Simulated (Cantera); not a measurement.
An adiabatic, constant-volume homogeneous reactor starts with CH4 : CO : O2 : N2 : H2O = 1 : 0.52 : 2.05 : 7.73 : 0.72 (molar parts), equivalence ratio 1.1, at 1175 K and 100000 Pa.

Model: GRI-Mech 3.0 (53 species, 325 reactions), integrated in Cantera.

Q: Predict: time of steepest temperature rise; temperature at 2.00 s; equilibrium temperature; x(CO) at 2.00 s; x(O2) at 2.00 s; x(HCN) at 2.00 s.

A: 
- time of steepest temperature rise = 98.5 ms
- temperature at 2.00 s = 2762 K
- equilibrium temperature = 2762 K
- x(CO) at 2.00 s = 0.0531 (gas-phase equilibrium 0.0531)
- x(O2) at 2.00 s = 0.0121 (gas-phase equilibrium 0.0121)
- x(HCN) at 2.00 s = 3.33e-9 (gas-phase equilibrium 3.33e-9)
